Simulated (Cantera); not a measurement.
A Cantera script and its output.

```python
import numpy as np
import cantera as ct

gas = ct.Solution("gri30.yaml")
gas.TPX = 1300, 650000, {'CO': 1, 'H2': 0.87, 'CH4': 0.057, 'O2': 1.4, 'N2': 5.26, 'H2O': 0.34}
reactor = ct.IdealGasReactor(gas, energy="on", clone=False)
net = ct.ReactorNet([reactor])
net.rtol, net.atol = 1e-08, 1e-16
show = ['CO', 'H2', 'CH4', 'O2', 'H']
times = np.geomspace(5e-06, 3, 10)

steps = ct.SolutionArray(gas, extra=["t"])
rows = []
print(f"{'t/s':>10s}{'T/K':>9s}{'P/Pa':>11s}" + "".join(f"{s:>11s}" for s in show))
for t in times:
    while net.time < t:
        t_next = net.step()
        steps.append(gas.state, t=t_next)
    rows.append([np.interp(t, steps.t, y) for y in (steps.T, steps.P, *steps(*show).X.T)])
    print(f"{t:10.3e}{rows[-1][0]:9.1f}{rows[-1][1]:11.4g}" + "".join(f"{x:11.3e}" for x in rows[-1][2:]))
rate = np.gradient(steps.T, steps.t)
print("integrator steps:", len(steps.t))
if steps.T.max() > steps.T[0] + 200:
    print(f"time of steepest temperature rise: {steps.t[rate.argmax()]:.4e} s")
gas.TPX = 1300, 650000, {'CO': 1, 'H2': 0.87, 'CH4': 0.057, 'O2': 1.4, 'N2': 5.26, 'H2O': 0.34}
gas.equilibrate("UV")
print(f"equilibrium (UV): T = {gas.T:.1f} K  " + "  ".join(f"{s} {gas[s].X[0]:.3e}" for s in show))
```

It prints:

```
       t/s      T/K       P/Pa         CO         H2        CH4         O2          H
 5.000e-06   1300.1  6.501e+05  1.120e-01  9.743e-02  6.382e-03  1.568e-01  4.484e-06
 2.193e-05   2883.9  1.324e+06  2.723e-02  5.408e-03  3.505e-15  5.230e-02  2.277e-03
 9.616e-05   2879.8  1.321e+06  2.673e-02  5.347e-03  3.515e-15  4.963e-02  2.181e-03
 4.217e-04   2865.6  1.314e+06  2.652e-02  5.338e-03  3.548e-15  4.541e-02  2.082e-03
 1.849e-03   2863.1  1.313e+06  2.649e-02  5.338e-03  3.555e-15  4.469e-02  2.066e-03
 8.111e-03   2863.1  1.313e+06  2.649e-02  5.338e-03  3.555e-15  4.469e-02  2.066e-03
 3.557e-02   2863.1  1.313e+06  2.649e-02  5.338e-03  3.555e-15  4.469e-02  2.066e-03
 1.560e-01   2863.1  1.313e+06  2.649e-02  5.338e-03  3.555e-15  4.469e-02  2.066e-03
 6.841e-01   2863.1  1.313e+06  2.649e-02  5.338e-03  3.555e-15  4.469e-02  2.066e-03
 3.000e+00   2863.1  1.313e+06  2.649e-02  5.338e-03  3.555e-15  4.469e-02  2.066e-03
integrator steps: 1409
time of steepest temperature rise: 1.1885e-05 s
equilibrium (UV): T = 2863.1 K  CO 2.649e-02  H2 5.338e-03  CH4 4.724e-15  O2 4.469e-02  H 2.066e-03
```

Cantera simulation using GRI-Mech 3.0 (53 species, 325 reactions); the numbers are that mechanism's predictions, not measurements.
